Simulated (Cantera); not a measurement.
Input: 1 mol Ti(OiPr)4, 1.2 mol CH4, 2.1 mol H2, at 1802 °C and 0.000420 bar.

Cantera equilibrium calculation (NASA polynomials, part measured and part estimated; ideal gas, pure solids and liquids). Candidate condensed phases: C, C6H6, C7H8, C8H18, H2O, Ti, TiC, TiO, TiO2, Ti2O3, Ti3O5, Ti4O7; 113 gas species. The feed counts by its element totals alone. TiC: taken at fixed stoichiometry. The numbers say what is thermodynamically allowed, not how fast it happens.

Base state: H2 0.721, CO 0.168, H 0.110, C2H2 (acetylene) 0.000894 (mole fractions); condensed: C(graphite) + TiC(s).

**Question.** What changes in the equilibrium state with this change: temperature from 1802 °C to 1150 °C?

**Answer.** 
```json
[
 {"species": "H2", "before": "0.721", "after": "0.822"},
 {"species": "CO", "before": "0.168", "after": "0.178"},
 {"species": "H", "before": "0.110", "after": "0.000294"},
 {"species": "C2H2 (acetylene)", "before": "0.000894", "after": "2.83e-6"},
 {"species": "C(graphite), mol", "before": "8.16", "after": "8.20"},
 {"species": "TiC(s), mol", "before": "1.000", "after": "1.00"}
]
```

**Question.** What changes in the equilibrium state with this change: temperature from 1802 °C to 1200 °C?

**Answer.** 
```
species             before     after
----------------  --------  --------
H2                   0.721     0.822
CO                   0.168     0.178
H                    0.110  0.000561
C2H2 (acetylene)  0.000894   5.36e-6
C(graphite), mol      8.16      8.20
TiC(s), mol          1.000      1.00
```
